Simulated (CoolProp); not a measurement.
Vapour-liquid equilibrium of R134a (1) + R124 (2) at 38.75 °C; x and y are mole fractions of (1).

The numbers come from the multi-fluid Helmholtz-energy mixture model, Tillner-Roth 1994 and de Vries 1995; pair parameters Bell 2016 in CoolProp.

| x | bubble pressure, mixture model (bar) | bubble pressure, Raoult's law (bar) | y, mixture model | y, Raoult's law |
|---|---|---|---|---|
| 0.05 | 5.983 | 5.936 | 0.083 | 0.083 |
| 0.15 | 6.471 | 6.346 | 0.229 | 0.232 |
| 0.25 | 6.938 | 6.756 | 0.355 | 0.364 |
| 0.35 | 7.383 | 7.166 | 0.464 | 0.480 |
| 0.45 | 7.809 | 7.576 | 0.562 | 0.584 |
| 0.55 | 8.215 | 7.985 | 0.651 | 0.677 |
| 0.65 | 8.603 | 8.395 | 0.734 | 0.761 |
| 0.75 | 8.974 | 8.805 | 0.812 | 0.837 |
| 0.85 | 9.328 | 9.215 | 0.888 | 0.907 |
| 0.95 | 9.666 | 9.624 | 0.963 | 0.970 |

The largest gap from Raoult's law is +3.1 % in bubble pressure, at x = 0.45. No azeotrope shows between x = 0.05 and 0.95.

Pair parameters are fitted to limited data, so mixtures are less certain than the pure fluids.
